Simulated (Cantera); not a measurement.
**Equilibrium for carbon deposition, reforming and gasification: CO + O2 + H2**

Charge: 1 mol CO, 0.21 mol O2, 8.1 mol H2, held at 1 atm.

These are equilibrium values from Cantera (NASA tables, ideal gas, pure condensed phases), not measurements of a reactor. Candidate condensed phases: C, C6H6, C7H8, C8H18, H2O; 131 gas species. Ions and electrons are included (thermal ionisation). Kinetics and transport are ignored.

From 3000 K to 5000 K nothing is condensed. The main C-bearing gas is CO throughout.

```
T (K)    x H    x H2    x CO     x H2O       x O      x OH
-----  -----  ------  ------  --------  --------  --------
3000   0.133   0.722   0.102    0.0395  0.000274   0.00242
3500   0.404   0.474  0.0862    0.0225   0.00439   0.00884
4000   0.704   0.198  0.0688   0.00394    0.0164   0.00820
4500   0.853  0.0616  0.0604  0.000301    0.0221   0.00292
5000   0.898  0.0197  0.0577   2.63e-5    0.0236  0.000965
```
x: gas mole fraction; nothing condenses.
